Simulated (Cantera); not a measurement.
Mixture: 7.17 % CH4, 1.32 % H2, 18.6 % O2, 65.3 % N2, 7.55 % H2O, equivalence ratio 0.80, at 6300 Torr, adiabatic and at constant pressure. Ignition delay is the time to a rise of 400 K.

Detailed kinetics in Cantera: GRI-Mech 3.0 (53 species, 325 reactions).

### Question
Predict: delay at 1100 K; delay at 1200 K; delay at 1300 K; delay at 1400 K; delay at 1500 K; delay at 1600 K; delay at 1700 K; apparent activation energy between 1500 and 1700 K.

### Answer
```
Quantity                                                Result
--------------------------------------------------  ----------
delay at 1100 K                                        3.60 ms
delay at 1200 K                                        1.09 ms
delay at 1300 K                                       0.453 ms
delay at 1400 K                                       0.208 ms
delay at 1500 K                                        98.1 µs
delay at 1600 K                                        47.4 µs
delay at 1700 K                                        23.8 µs
apparent activation energy between 1500 and 1700 K  150 kJ/mol
```
